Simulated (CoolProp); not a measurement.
The fluid at 298.15 K and 6.11 MPa flows at 0.12 m/s in a round tube of 1 mm bore and 45 µm roughness, fully developed (64/Re and Nu = 3.66 if laminar; Colebrook and Gnielinski if turbulent). The same conditions are run with several fluids, on thermodynamics alone (safety and materials aside).

Computed with CoolProp (reference Helmholtz-energy equation of state of each fluid (sulfur hexafluoride: Guder 2009; ethane: Bücker 2006; R141b: Lemmon 2006; ammonia: Gao 2020; n-pentane: Thol 2019)).

```json
[
 {"fluid": "sulfur hexafluoride", "Reynolds number": "1190", "Darcy friction factor": "0.0537", "pressure drop (Pa/m)": "561", "heat-transfer coefficient (W/(m² K))": "216", "mass flow (kg/h)": "0.493"},
 {"fluid": "ethane", "Reynolds number": "934", "Darcy friction factor": "0.0686", "pressure drop (Pa/m)": "175", "heat-transfer coefficient (W/(m² K))": "287", "mass flow (kg/h)": "0.120"},
 {"fluid": "R141b", "Reynolds number": "343", "Darcy friction factor": "0.186", "pressure drop (Pa/m)": "1670", "heat-transfer coefficient (W/(m² K))": "342", "mass flow (kg/h)": "0.423"},
 {"fluid": "ammonia", "Reynolds number": "536", "Darcy friction factor": "0.119", "pressure drop (Pa/m)": "522", "heat-transfer coefficient (W/(m² K))": "1810", "mass flow (kg/h)": "0.206"},
 {"fluid": "n-pentane", "Reynolds number": "386", "Darcy friction factor": "0.166", "pressure drop (Pa/m)": "751", "heat-transfer coefficient (W/(m² K))": "424", "mass flow (kg/h)": "0.213"}
]
```

Transport values come from each fluid's own correlations; those of R141b, n-pentane are estimates that may be off by 10 % or more.
